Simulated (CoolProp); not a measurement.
Aqueous ammonia as a coolant, 21 % by mass, freezing at -39.7 °C, 1 atm.

Computed with CoolProp (Melinder's fits for secondary coolants).

```
T (°C)  cp (kJ/(kg K))  viscosity (mPa s)  density (kg/m³)  Prandtl number
------  --------------  -----------------  ---------------  --------------
-32.5            4.297               8.92            939.3           100.0
-26.1            4.280               6.35            937.7            68.8
-19.8            4.265                ___            935.9             ___
-13.4            4.253               3.61            933.8            36.9
-7                 ___               2.85            931.5            28.2
-0.6             4.234               2.30              ___            22.2
5.8                ___               1.89            926.3            17.8
12.2             4.220                ___            923.4            14.4
18.6             4.214               1.33            920.3            11.8
24.9             4.209               1.12            917.0            9.76
```

### Question
Fill in the missing entries.

### Answer

- -19.8, viscosity (mPa s): 4.72
- -19.8, Prandtl number: 49.6
- -7, cp (kJ/(kg K)): 4.242
- -0.6, density (kg/m³): 929.0
- 5.8, cp (kJ/(kg K)): 4.226
- 12.2, viscosity (mPa s): 1.58
